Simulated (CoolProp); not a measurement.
A Linde-Hampson liquefier for nitrogen: isothermal reversible compression at 280 K from 1 atm to 15 MPa, throttling to 1 atm, return gas leaving the recuperator 5 K below the feed. Each further row changes one setting.

The numbers come from the reference Helmholtz-energy equation of state, Span 2000 in CoolProp.

| case | liquid yield per pass | compression work (kJ/kg of gas) |
|---|---|---|
| as stated | 0.064 | 413 |
| high pressure 30 MPa | 0.098 | 474 |
| warm-end temperature 310 K | 0.044 | 461 |
| warm-end gap 10 K | 0.052 | 413 |
